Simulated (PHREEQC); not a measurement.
PHREEQC input (ion-association model, wateq4f.dat):

```
SOLUTION_MASTER_SPECIES
  An  An-  0  An  62.0  # stands for a non-complexing anion
SOLUTION_SPECIES
  An- = An-
    -log_k 0
    -gamma 3.0 0
  PO4-3 + 3H+ = H3PO4  # constants of phreeqc.dat
    -log_k 21.721
    -delta_h -10.1 kJ
PHASES
  Fix_H+
    H+ = H+
    -log_k 0
SOLUTION 1
  temp 25
  units mmol/kgw
  pH 7 charge
  P 0.092
  Na 300.092
  An 300
END
SELECTED_OUTPUT 1
  -reset false
  -pH true
  -pe true
  -ionic_strength true
  -water true
  -totals Na P
  -molalities Hfo_wOH Hfo_wOH2+ Hfo_wO- Hfo_sOH Hfo_sOH2+ Hfo_sO- Hfo_wH2PO4 Hfo_wHPO4- Hfo_wPO4-2
USER_PUNCH 1
  -headings sigma psi
  10 PUNCH EDL("sigma", "Hfo"), EDL("psi", "Hfo")
PRINT
  -reset false
USE solution 1
SURFACE 1
  Hfo_wOH 0.000651685 600 0.29
  Hfo_sOH 1.62921e-05
EQUILIBRIUM_PHASES 1
  Fix_H+ -3 HAn 10
    -force_equality true
  O2(g) -0.68 10
END
# ... the last block is repeated for the other 16 points of pH, with NaOH or the acid as the point needs
```

Selected output (columns that matter, 17 of 17 rows; pH added in front):

```
pH	mu	Na	P	m_Hfo_wOH	m_Hfo_wOH2+	m_Hfo_wO-	m_Hfo_sOH	m_Hfo_sOH2+	m_Hfo_sO-	m_Hfo_wH2PO4	m_Hfo_wHPO4-	m_Hfo_wPO4-2	sigma	psi
3	0.30165	0.30009	8.2627e-08	2.7425e-06	0.00055702	3.0932e-10	7.982e-08	1.6212e-05	9.0028e-12	8.1988e-05	9.9087e-06	2.0337e-08	0.31238	0.11726
3.38	0.3009	0.30009	7.2368e-08	6.2433e-06	0.00055351	1.6133e-09	1.8172e-07	1.611e-05	4.6955e-11	7.1921e-05	1.9913e-05	9.3634e-08	0.30474	0.11608
3.75	0.30058	0.30009	6.1818e-08	1.334e-05	0.0005464	7.4612e-09	3.8828e-07	1.5904e-05	2.1717e-10	5.7268e-05	3.4321e-05	3.4931e-07	0.29241	0.11403
4.12	0.30044	0.30009	5.0116e-08	2.703e-05	0.00053267	3.1421e-08	7.8675e-07	1.5504e-05	9.1457e-10	4.0472e-05	5.0412e-05	1.0664e-06	0.27484	0.11094
4.5	0.30036	0.30009	3.9279e-08	5.1925e-05	0.00050768	1.2166e-07	1.5114e-06	1.4777e-05	3.5413e-09	2.542e-05	6.382e-05	2.7211e-06	0.25125	0.10647
4.88	0.30031	0.30009	3.231e-08	9.0326e-05	0.00046899	3.9853e-07	2.6292e-06	1.3651e-05	1.16e-08	1.5059e-05	7.1193e-05	5.7159e-06	0.22161	0.10025
5.25	0.30027	0.30009	3.0221e-08	0.00013834	0.00042033	1.043e-06	4.0268e-06	1.2235e-05	3.036e-08	9.0279e-06	7.2935e-05	1.0007e-05	0.18774	0.092127
5.62	0.30023	0.30009	3.3274e-08	0.00019038	0.00036708	2.2619e-06	5.5414e-06	1.0685e-05	6.5838e-08	5.5794e-06	7.103e-05	1.5357e-05	0.15178	0.081922
6	0.3002	0.30009	4.4447e-08	0.00024122	0.00031427	4.2414e-06	7.0211e-06	9.1475e-06	1.2345e-07	3.5546e-06	6.6972e-05	2.1429e-05	0.11603	0.069514
6.38	0.30017	0.30009	7.403e-08	0.00028531	0.00026748	6.9719e-06	8.3041e-06	7.785e-06	2.0292e-07	2.3676e-06	6.1992e-05	2.7566e-05	0.083718	0.05549
6.75	0.30014	0.30009	1.5494e-07	0.0003207	0.00022884	1.0296e-05	9.3329e-06	6.6596e-06	2.9963e-07	1.6549e-06	5.6931e-05	3.3259e-05	0.056263	0.040615
7.12	0.30012	0.30009	4.0888e-07	0.00034957	0.00019626	1.4264e-05	1.0168e-05	5.7087e-06	4.1493e-07	1.1866e-06	5.1881e-05	3.8523e-05	0.032363	0.024888
7.5	0.3001	0.30009	1.3103e-06	0.00037467	0.00016707	1.9249e-05	1.0881e-05	4.852e-06	5.59e-07	8.4354e-07	4.6435e-05	4.3411e-05	0.01046	0.0083259
7.88	0.30009	0.30009	4.3744e-06	0.00039859	0.00013936	2.6116e-05	1.1513e-05	4.0251e-06	7.5434e-07	5.6562e-07	3.9711e-05	4.7348e-05	-0.0099248	-0.0079037
8.25	0.30007	0.30009	1.2522e-05	0.00042414	0.0001109	3.7161e-05	1.2076e-05	3.1576e-06	1.0581e-06	3.2499e-07	3.051e-05	4.8643e-05	-0.028813	-0.022327
8.62	0.30012	0.30015	2.7879e-05	0.00044944	8.096e-05	5.7159e-05	1.2462e-05	2.2449e-06	1.5849e-06	1.4166e-07	1.9304e-05	4.4674e-05	-0.046689	-0.034641
9	0.3002	0.30023	4.8454e-05	0.00046283	5.3388e-05	9.1918e-05	1.2399e-05	1.4303e-06	2.4625e-06	4.4306e-08	9.4284e-06	3.4073e-05	-0.06496	-0.04567
```

H3PO4, which wateq4f.dat lacks, is added to it with the constant of phreeqc.dat. The oxide is taken as insoluble; below pH 4 it would dissolve.
